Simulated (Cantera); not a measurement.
Input: 1 mol FeS, 3.6 mol SO2, 2.5 mol H2O, equilibrated at 54.0 mbar.

Method: chemical equilibrium by Gibbs-energy minimisation in Cantera with the NASA 1993 tables (ideal gas, pure condensed phases). Candidate condensed phases: Fe, FeO, Fe(OH)2, Fe(OH)3, FeS, FeSO4, FeS2, Fe2O3, Fe2(SO4)3, Fe3O4, H2O, H2SO4, S; 22 gas species. Mutual solubility and eutectic melting of coexisting phases are not modelled. The tables' stoichiometric FeO is somewhat more stable than real wüstite, so its field is too wide. FeO, FeS: taken at fixed stoichiometry. Gases not in the tables: S3 to S7. Equilibrium is a limit: real reactors are often held back by kinetics, nucleation or transport.

Task: Which condensed phases are stable at each of these points (T (K)): 773, 873, 973, 1073, 1173, 1273, 1373, 1473, 1573, 1673, 1773, 1873, 1973?

Result: 
```
T (K)    condensed phases  Fe condensed (%)
-----  ------------------  ----------------
773    FeS2(s) + Fe3O4(s)             100.0
873     FeS(s) + Fe3O4(s)             100.0
973     FeS(s) + Fe3O4(s)             100.0
1073    FeS(s) + Fe3O4(s)             100.0
1173    FeS(s) + Fe3O4(s)             100.0
1273    FeS(s) + Fe3O4(s)             100.0
1373               FeO(s)             100.0
1473               FeO(s)             100.0
1573               FeO(s)             100.0
1673               FeO(l)             100.0
1773               FeO(l)             100.0
1873               FeO(l)              99.9
1973               FeO(l)              99.5
```

At 773 K the condensed part is FeS2(s) + Fe3O4(s). From 873 K to 1273 K the condensed part is FeS(s) + Fe3O4(s). From 1373 K to 1573 K the condensed part is FeO(s). From 1673 K to 1973 K the condensed part is FeO(l).
